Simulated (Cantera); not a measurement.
Charge: 1 mol AlCl3, 2.2 mol N2O, 7.3 mol N2, equilibrated at 143 Torr.

Method: chemical equilibrium by Gibbs-energy minimisation in Cantera with the NASA 1993 tables (ideal gas, pure condensed phases). Candidate condensed phases: Al, AlCl3, AlN, Al2O3; 24 gas species. Equilibrium is a limit: real reactors are often held back by kinetics, nucleation or transport.

x: gas mole fraction; n: condensed amount in mol.

| T (°C) | x N2 | x Cl | x Cl2 | x O2 | x NO | n Al2O3(s) |
|---|---|---|---|---|---|---|
| 1052 | 0.832 | 0.0125 | 0.125 | 0.0306 | … | 0.500 |
| 1152 | 0.826 | 0.0269 | 0.117 | 0.0303 | … | 0.499 |
| 1252 | 0.815 | 0.0507 | 0.103 | 0.0300 | … | 0.498 |
| 1352 | 0.801 | 0.0841 | 0.0831 | 0.0297 | … | 0.495 |
| 1452 | 0.785 | 0.123 | 0.0600 | 0.0294 | … | 0.490 |
| 1552 | 0.769 | 0.160 | 0.0385 | 0.0290 | … | 0.487 |
| 1652 | 0.757 | 0.188 | 0.0224 | 0.0282 | … | 0.487 |

Q: Some entries are withheld; supply them.

A: 
- 1052, x NO: 0.000182
- 1152, x NO: 0.000323
- 1252, x NO: 0.000531
- 1352, x NO: 0.000817
- 1452, x NO: 0.00119
- 1552, x NO: 0.00166
- 1652, x NO: 0.00222
